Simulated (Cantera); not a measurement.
Feed: 1 mol Si, 3.2 mol SF₆, at 1275 °C and 0.140 bar.

Cantera equilibrium calculation (NASA polynomials, part measured and part estimated; ideal gas, pure solids and liquids). Candidate condensed phases: S, Si; 21 gas species. The tables' values for SF₃, SF₅ are old estimates; treat these amounts as uncertain. Equilibrium is a limit: real reactors are often held back by kinetics, nucleation or transport.

Base state: SF₄ 0.468, SiF₄ 0.215, SF₆ 0.212, F 0.0975, SF₃ 0.00580, SF₅ 0.00175, SF₂ 0.000612, F₂ 0.000118 (mole fractions); condensed: gas only.

What changes in the equilibrium state with this change: temperature from 1275 °C to 750 °C?


```csv
species,before,after
SF₄,0.468,0.473
SF₆,0.212,0.287
SiF₄,0.215,0.238
F,0.0975,4.90e-7
F₂,0.000118,<1e-9
SF₅,0.00175,7.01e-5
SF₃,0.00580,0.00153
SF₂,0.000612,0.000382
```

What changes in the equilibrium state with this change: pressure from 0.140 bar to 69.0 mbar?


| species | before | after |
|---|---|---|
| SF₄ | 0.468 | 0.468 |
| SiF₄ | 0.215 | 0.198 |
| F | 0.0975 | 0.170 |
| SF₆ | 0.212 | 0.156 |
| F₂ | 0.000118 | 0.000176 |
| SF₂ | 0.000612 | 0.000831 |
| SF₅ | 0.00175 | 0.00150 |
